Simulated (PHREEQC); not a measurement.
Solution (25 °C): 22 mmol/kgw CdSO4. Closed to the air; pH follows from the charge balance.

All values are PHREEQC results (ion-association model, wateq4f.dat), not measurements.

* **pH**: 6.22
* **ionic strength**: 0.0498 mol/kgw

```json
[
 {"species": "Cd+2", "molality": "0.0124", "activity": "0.00566", "log γ": "-0.342"},
 {"species": "SO4-2", "molality": "0.0114", "activity": "0.00525", "log γ": "-0.335"},
 {"species": "CdSO4", "molality": "0.00848", "activity": "0.00857", "log γ": "0.005"},
 {"species": "Cd(SO4)2-2", "molality": "0.00108", "activity": "0.000494", "log γ": "-0.342"},
 {"species": "CdOH+", "molality": "9.43e-7", "activity": "7.75e-7", "log γ": "-0.085"},
 {"species": "H+", "molality": "7.12e-7", "activity": "6.08e-7", "log γ": "-0.069"},
 {"species": "HSO4-", "molality": "3.78e-7", "activity": "3.10e-7", "log γ": "-0.086"},
 {"species": "Cd2OH+3", "molality": "1.26e-7", "activity": "2.15e-8", "log γ": "-0.769"},
 {"species": "OH-", "molality": "2.03e-8", "activity": "1.65e-8", "log γ": "-0.091"}
]
```

Precipitation was switched off in this run.
